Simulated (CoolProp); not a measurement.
Saturation properties of R21.

The numbers come from the reference Helmholtz-energy equation of state, Platzer 1990 in CoolProp. This equation is an older, rougher fit; its heat capacities, sound speeds and derivatives of the liquid may be far off and weren't checked against measurements.

```tsv
T (K)	p (kPa)	liquid density (kg/m³)	vapour density (kg/m³)
233.2	9.542	1512	0.5100
236.9	11.87	1504	0.6255
240.6	14.66	1497	0.7616
244.3	17.98	1489	0.9209
248	21.89	1481	1.106
251.7	26.47	1473	1.320
255.4	31.81	1465	1.567
259	37.81	1457	1.841
262.7	44.91	1449	2.161
266.4	53.05	1441	2.523
270.1	62.33	1432	2.932
273.8	72.87	1424	3.392
277.5	84.77	1416	3.906
281.2	98.17	1407	4.480
```

It boils at 282.0 K under 1 atm.
